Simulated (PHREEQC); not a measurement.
Dissolve 0.16 mol CuSO4, 0.0017 mol CuCl2, 0.01 mol HCl and 0.27 mol Na2SO4 per kg of water at 5 °C. Closed to the air; pH follows from the charge balance.

Computed with PHREEQC (ion-association model, phreeqc.dat).

Each row changes one thing in this solution. No solid was allowed to form.

| case | pH | ionic strength (mol/kgw) | SO4-2 (mol/kgw) | CuSO4 (mol/kgw) | NaSO4- (mol/kgw) | Cu+2 (mol/kgw) | SI of Halite (NaCl) |
|---|---|---|---|---|---|---|---|
| as made | 2.68 | 0.910 | 0.243 | 0.0906 | 0.0889 | 0.0709 | -4.12 |
| CuSO4 left out | 2.64 | 0.654 | 0.185 | 0.000958 | 0.0766 | 0.000740 | -4.09 |
| temperature from 5 to 60 °C | 3.06 | 0.876 | 0.230 | 0.0923 | 0.0993 | 0.0675 | -4.27 |
| CuCl2 left out | 2.68 | 0.908 | 0.244 | 0.0899 | 0.0891 | 0.0700 | -4.24 |
| CuCl2 from 0.0017 to 0.00017 mol/kgw | 2.68 | 0.908 | 0.244 | 0.0899 | 0.0891 | 0.0701 | -4.23 |
| CuSO4 from 0.16 to 0.016 mol/kgw | 2.65 | 0.679 | 0.191 | 0.00996 | 0.0779 | 0.00771 | -4.10 |
| HCl from 0.01 to 0.05 mol/kgw | 1.95 | 0.920 | 0.225 | 0.0868 | 0.0830 | 0.0741 | -3.51 |
| HCl from 0.01 to 0.005 mol/kgw | 2.98 | 0.909 | 0.246 | 0.0911 | 0.0896 | 0.0705 | -4.32 |

The ionic strength passes 0.7 mol/kgw, the rough limit of the ion-association models, in as made; temperature from 5 to 60 °C; CuCl2 left out; CuCl2 from 0.0017 to 0.00017 mol/kgw; HCl from 0.01 to 0.05 mol/kgw; HCl from 0.01 to 0.005 mol/kgw. Complexes and solids missing from the database can't appear. Constants without temperature data keep their 25 °C values here.
